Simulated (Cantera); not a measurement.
An isothermal, constant-pressure homogeneous reactor starts with 0.929 % CO, 5.85 % O2, 0.307 % H2O, 92.9 % N2, at 1125 K and 6.80 bar.

Cantera simulation using GRI-Mech 3.0 (53 species, 325 reactions); the numbers are that mechanism's predictions, not measurements.

x: mole fraction; the columns are a selection and need not sum to one.

| t (s) | x CO | x O2 | x H2O | x HO2 | x O | x OH |
|---|---|---|---|---|---|---|
| 0.000100 | 0.00929 | 0.0585 | 0.00307 | 7.95e-10 | 4.29e-9 | 1.44e-10 |
| 0.000416 | 0.00929 | 0.0585 | 0.00307 | [?] | 1.23e-8 | 6.34e-10 |
| 0.00173 | 0.00929 | 0.0585 | 0.00307 | [?] | 4.39e-8 | 4.58e-9 |
| 0.00721 | 0.00920 | 0.0585 | 0.00306 | [?] | 7.10e-7 | 1.66e-7 |
| 0.0300 | 0.00810 | 0.0580 | 0.00306 | [?] | 7.81e-7 | 2.20e-7 |
| 0.125 | 0.00489 | 0.0564 | 0.00307 | [?] | 5.55e-7 | 2.04e-7 |
| 0.520 | 0.00101 | 0.0546 | 0.00308 | [?] | 1.64e-7 | 1.45e-7 |
| 2.16 | 3.97e-5 | 0.0542 | 0.00308 | [?] | 8.91e-9 | 7.03e-8 |
| 9.00 | 5.38e-10 | 0.0541 | 0.00308 | 6.07e-10 | 7.30e-10 | 1.03e-7 |

### Question
Fill in the missing entries.

### Answer

- 0.000416, x HO2: 1.17e-8
- 0.00173, x HO2: 1.47e-7
- 0.00721, x HO2: 3.84e-6
- 0.0300, x HO2: 4.51e-6
- 0.125, x HO2: 3.62e-6
- 0.520, x HO2: 1.56e-6
- 2.16, x HO2: 1.75e-7
